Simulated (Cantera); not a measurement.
Input: 1 mol Si, 0.075 mol H2O, 2.2 mol CO, held at 1225 K and 0.0520 bar.

Method: chemical equilibrium by Gibbs-energy minimisation in Cantera with the NASA 1993 tables (ideal gas, pure condensed phases). Candidate condensed phases: C, C6H6, C7H8, C8H18, H2O, Si, SiC, SiO2; 123 gas species. The tables hold silica as quartz up to 1696 K and as liquid above; real silica turns to tridymite and cristobalite and melts near 1996 K. Rates play no part.

Q: What is the equilibrium state?

A: 
```
Item                                  Result
--------------------------------  ----------
x(CO)                                  0.785
x(H2)                                  0.214
x(CO2)                              0.000429
x(H2O)                              0.000172
x(CH4)                               3.13e-5
n(C(graphite))                      1.93 mol
n(SiO2(β-quartz))                   1.00 mol
gas amount                        0.3498 mol
log10 activity of Si(s) (absent)       -7.92
```
